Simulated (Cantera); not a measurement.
Adiabatic ignition

An adiabatic, constant-pressure homogeneous reactor starts with CO : H2 : CH4 : O2 : N2 = 1 : 0.042 : 0.2 : 1.37 : 5.17 (molar parts), at 1050 K and 1000000 Pa.

Model: GRI-Mech 3.0 (53 species, 325 reactions), integrated in Cantera.

```tsv
t (s)	T (K)	x CO	x H2	x CH4	x HCN	x O2	x CH2O
1.00e-6	1050	0.129	0.00540	0.0257	<1e-12	0.176	<1e-12
2.77e-6	1050	0.129	0.00540	0.0257	<1e-12	0.176	9.35e-12
7.65e-6	1050	0.129	0.00540	0.0257	<1e-12	0.176	9.27e-11
2.11e-5	1050	0.129	0.00540	0.0257	<1e-12	0.176	7.89e-10
5.85e-5	1050	0.129	0.00540	0.0257	<1e-12	0.176	6.48e-9
0.000162	1050	0.129	0.00540	0.0257	<1e-12	0.176	5.82e-8
0.000447	1050	0.128	0.00540	0.0257	<1e-12	0.176	7.68e-7
0.00124	1051	0.128	0.00537	0.0257	<1e-12	0.176	1.90e-5
0.00342	1067	0.128	0.00519	0.0249	<1e-12	0.175	0.000439
0.00946	2501	0.00755	0.000449	<1e-12	1.93e-11	0.0596	1.36e-11
0.0262	2495	0.00744	0.000444	<1e-12	2.10e-11	0.0581	1.32e-11
0.0723	2495	0.00744	0.000444	<1e-12	2.11e-11	0.0581	1.32e-11
0.200	2495	0.00744	0.000444	<1e-12	2.11e-11	0.0581	1.32e-11
```
x: mole fraction; the columns are a selection and need not sum to one.

```json
{
 "time_of_steepest_temperature_rise": "4.63 ms",
 "temperature at 0.200 s": "2495 K",
 "equilibrium_temperature": "2495 K",
 "x(CO) at 0.200 s": "0.00744 (gas-phase equilibrium 0.00744)",
 "x(H2) at 0.200 s": "0.000444 (gas-phase equilibrium 0.000444)",
 "x(CH4) at 0.200 s": "<1e-12 (gas-phase equilibrium <1e-12)"
}
```
